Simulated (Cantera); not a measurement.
A Cantera script and its output.

```python
import numpy as np
import cantera as ct

gas = ct.Solution("gri30.yaml")
gas.TPX = 1225, 2666, {'N2O': 1, 'N2': 0.73}
reactor = ct.IdealGasConstPressureReactor(gas, energy="off", clone=False)
net = ct.ReactorNet([reactor])
net.rtol, net.atol = 1e-08, 1e-18
show = ['N2O', 'NO2', 'O2', 'NO', 'O', 'N2']
times = np.geomspace(3e-06, 10, 10)

steps = ct.SolutionArray(gas, extra=["t"])
rows = []
print(f"{'t/s':>10s}{'T/K':>9s}{'P/Pa':>11s}" + "".join(f"{s:>11s}" for s in show))
for t in times:
    while net.time < t:
        t_next = net.step()
        steps.append(gas.state, t=t_next)
    rows.append([np.interp(t, steps.t, y) for y in (steps.T, steps.P, *steps(*show).X.T)])
    print(f"{t:10.3e}{rows[-1][0]:9.1f}{rows[-1][1]:11.4g}" + "".join(f"{x:11.3e}" for x in rows[-1][2:]))
rate = np.gradient(steps.T, steps.t)
print("integrator steps:", len(steps.t))
if steps.T.max() > steps.T[0] + 200:
    print(f"time of steepest temperature rise: {steps.t[rate.argmax()]:.4e} s")
gas.TPX = 1225, 2666, {'N2O': 1, 'N2': 0.73}
gas.equilibrate("TP")
print(f"equilibrium (TP): T = {gas.T:.1f} K  " + "  ".join(f"{s} {gas[s].X[0]:.3e}" for s in show))
```

Output:

```
       t/s      T/K       P/Pa        N2O        NO2         O2         NO          O         N2
 3.000e-06   1225.0       2666  5.780e-01  1.213e-22  8.479e-11  2.209e-11  2.258e-08  4.220e-01
 1.592e-05   1225.0       2666  5.780e-01  9.480e-20  2.363e-09  6.157e-10  1.176e-07  4.220e-01
 8.446e-05   1225.0       2666  5.780e-01  6.582e-17  6.240e-08  1.625e-08  5.679e-07  4.220e-01
 4.481e-04   1225.0       2666  5.780e-01  2.820e-14  1.297e-06  3.378e-07  1.922e-06  4.220e-01
 2.378e-03   1225.0       2666  5.780e-01  3.064e-12  1.353e-05  3.526e-06  2.675e-06  4.220e-01
 1.262e-02   1225.0       2666  5.778e-01  1.114e-10  8.198e-05  2.136e-05  2.678e-06  4.221e-01
 6.694e-02   1225.0       2666  5.767e-01  3.108e-09  4.447e-04  1.158e-04  2.678e-06  4.227e-01
 3.552e-01   1225.0       2666  5.712e-01  6.775e-08  2.356e-03  6.136e-04  2.678e-06  4.259e-01
 1.885e+00   1225.0       2666  5.427e-01  7.560e-07  1.213e-02  3.157e-03  2.676e-06  4.420e-01
 1.000e+01   1225.0       2666  4.174e-01  4.335e-06  5.513e-02  1.434e-02  2.666e-06  5.131e-01
integrator steps: 544
equilibrium (TP): T = 1225.0 K  N2O 2.717e-09  NO2 6.136e-07  O2 2.241e-01  NO 2.430e-04  O 1.228e-07  N2 7.757e-01
```

Cantera simulation using GRI-Mech 3.0 (53 species, 325 reactions); the numbers are that mechanism's predictions, not measurements. GRI-Mech 3.0 was tuned for natural gas; its chemistry of N2O as a main component is partial and can be far from experiment. Radical loss at walls, strong at low pressure, is not modelled. The mechanism lacks the step 2 NO + O2 → 2 NO2, which can matter for NO2 below about 1400 K. The temperature is held fixed by assumption; the heat of reaction is taken as removed at once.
